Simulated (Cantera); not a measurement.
## acetone + H2 + N2 (carbon deposition, reforming and gasification)

Charge: 1 mol acetone, 1.1 mol H2, 31 mol N2, at 100 Torr.

These are equilibrium values from Cantera (NASA tables, ideal gas, pure condensed phases), not measurements of a reactor. Candidate condensed phases: C, C6H6, C7H8, C8H18, H2O; 169 gas species. Ions and electrons are included (thermal ionisation). The feed counts by its element totals alone. Kinetics and transport are ignored.

From 1727 °C to 2227 °C the condensed part is C(graphite). From 2727 °C to 4727 °C nothing is condensed. The main C-bearing gas is CO at 1727 °C and C at 4727 °C.

```
T (°C)  log p N2  log p H  log p H2  log p N  log p C  log p HCN  log p CO  log p CN  n C(graphite)
------  --------  -------  --------  -------  -------  ---------  --------  --------  -------------
1727       -0.94    -3.71     -1.83    -9.52   -10.52      -3.22     -2.43     -6.72           1.82
2227       -0.95    -2.56     -1.92    -7.01    -6.78      -2.59     -2.44     -4.46           1.12
2727       -0.98    -1.92     -2.24    -5.34    -4.39      -2.40     -2.45     -3.06              0
3227       -1.00    -1.65     -2.83    -4.15    -3.17      -2.94     -2.48     -2.56              0
3727       -1.01    -1.59     -3.59    -3.26    -2.59      -3.83     -2.49     -2.51              0
4227       -1.02    -1.59     -4.26    -2.56    -2.38      -4.80     -2.50     -2.71              0
4727       -1.05    -1.60     -4.82    -2.00    -2.30      -5.69     -2.52     -2.96              0
```
log p: log10 of the partial pressure in bar; n: condensed amount in mol.
